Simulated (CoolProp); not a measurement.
Vapour-liquid equilibrium of ethane (1) + C2F6 (R116) (2) at -13.95 °C; x and y are mole fractions of (1).

Computed with CoolProp (multi-fluid Helmholtz-energy mixture model, Bücker 2006 and Lemmon 2006; pair parameters Bell 2016).

```
x      bubble pressure, mixture model (MPa)  bubble pressure, Raoult's law (MPa)  y, mixture model  y, Raoult's law
-----  ------------------------------------  -----------------------------------  ----------------  ---------------
0.05                                  1.358                                1.274             0.099            0.066
0.125                                 1.509                                1.306             0.222            0.160
0.2                                   1.645                                1.338             0.320            0.251
0.275                                 1.760                                1.369             0.400            0.337
0.35                                  1.853                                1.401             0.465            0.419
0.425                                 1.923                                1.433             0.520            0.497
0.5                                   1.973                                1.465             0.568            0.572
0.575                                 2.004                                1.496             0.612            0.644
0.65                                  2.016                                1.528             0.655            0.713
0.725                                 2.009                                1.560             0.699            0.779
0.8                                   1.979                                1.591             0.750            0.842
0.875                                 1.915                                1.623             0.814            0.903
0.95                                  1.798                                1.655             0.907            0.962
```

The largest gap from Raoult's law is +34.7 % in bubble pressure, at x = 0.5. y crosses x between x = 0.65 and 0.725: the model has an azeotrope there.

Pair parameters are fitted to limited data, so mixtures are less certain than the pure fluids.
